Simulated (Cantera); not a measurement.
Feed: 1 mol SiC, 1.5 mol N₂O, 55 mol N₂, equilibrated at 0.133 bar.

Method: chemical equilibrium by Gibbs-energy minimisation in Cantera with the NASA 1993 tables (ideal gas, pure condensed phases). Candidate condensed phases: C, Si, SiC, SiO₂, Si₂N₂O, Si₃N₄; 34 gas species. The tables' values for SiN are old estimates; treat these amounts as uncertain. The numbers say what is thermodynamically allowed, not how fast it happens. All values below are at 2023 K.

Base state: N₂ 0.974, CO 0.0131, SiO 0.0128, Si 0.000254, SiN 2.25e-5, Si₂N 1.72e-5 (mole fractions); condensed: SiC(s).

Question: What changes in the equilibrium state with this change: SiC replaced by Si₃N₄?

Answer: 
| species | before | after |
|---|---|---|
| N₂ | 0.974 | 0.974 |
| SiO | 0.0128 | 0.0250 |
| Si | 0.000254 | 0.000427 |
| CO | 0.0131 | 0 |
| Si₂N | 1.72e-5 | 4.88e-5 |
| SiN | 2.25e-5 | 3.79e-5 |
| SiC(s), mol | 0.240 | 0 |
| Si(l), mol | 0 | 1.47 |
